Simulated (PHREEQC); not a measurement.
1 kg of water holding 0.0034 mol KCl, 0.61 mol MgCl2 and 0.012 mol CaCl2 is evaporated at 25 °C; the solids stay in contact with the brine. No CO2 enters from the air. Solids allowed: Bischofite, Brucite, Carnallite, Portlandite, Sylvite, MgCl2_4H2O. Others were left out.

The numbers come from PHREEQC with the Pitzer model, pitzer.dat.

```
water left (kg)  ionic strength  water activity  Bischofite (mol)  Carnallite (mol)  Ca in solution (mol/kgw)  Cl in solution (mol/kgw)  Mg in solution (mol/kgw)
---------------  --------------  --------------  ----------------  ----------------  ------------------------  ------------------------  ------------------------
1                          1.87           0.968                 0                 0                    0.0120                      1.25                     0.610
0.6755                     2.77           0.948                 0                 0                    0.0178                      1.85                     0.903
0.5552                     3.37           0.932                 0                 0                    0.0216                      2.25                      1.10
0.375                      4.98           0.884                 0                 0                    0.0320                      3.33                      1.63
0.3082                     6.06           0.845                 0                 0                    0.0389                      4.05                      1.98
0.2082                     8.98           0.723                 0                 0                    0.0576                      5.99                      2.93
0.1407                     13.3           0.515                 0                 0                    0.0853                      8.87                      4.34
0.1156                     16.2           0.380                 0                 0                     0.104                      10.8                      5.28
0.0305                     17.9           0.313             0.437           0.00288                     0.393                      11.9                      5.57
```

Bischofite from water left = 0.07644 kg; Carnallite from water left = 0.07644 kg.
